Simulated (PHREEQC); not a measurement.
Consider water at 20 °C with 0.022 mol/kgw NH4Cl and 0.1 mol/kgw K2HPO4. Closed to the air; pH follows from the charge balance.

Model: ion-association model, wateq4f.dat, run in PHREEQC.

```json
[
 {"quantity": "pH", "before": "8.47", "after": "8.94"},
 {"quantity": "ionic strength (mol/kgw)", "before": "0.302", "after": "0.284"},
 {"quantity": "K+ (mol/kgw)", "before": "0.192", "after": "0.192"},
 {"quantity": "NH4+ (mol/kgw)", "before": "0.0203", "after": "0.00175"},
 {"quantity": "NH3 (mol/kgw)", "before": "0.00175", "after": "0.000449"}
]
```

Problem. Which change was made?
(A) K2HPO4 from 0.1 to 0.2 mol/kgw
(B) K2HPO4 from 0.1 to 0.05 mol/kgw
(C) K2HPO4 replaced by KCl at the same molality
(D) K2HPO4 from 0.1 to 0.15 mol/kgw
(E) NH4Cl from 0.022 to 0.0022 mol/kgw

Solution. E, NH4Cl from 0.022 to 0.0022 mol/kgw

This is a speciation only: nothing precipitates in the calculation. H3PO4, which wateq4f.dat lacks, is added to it with the constant of phreeqc.dat.
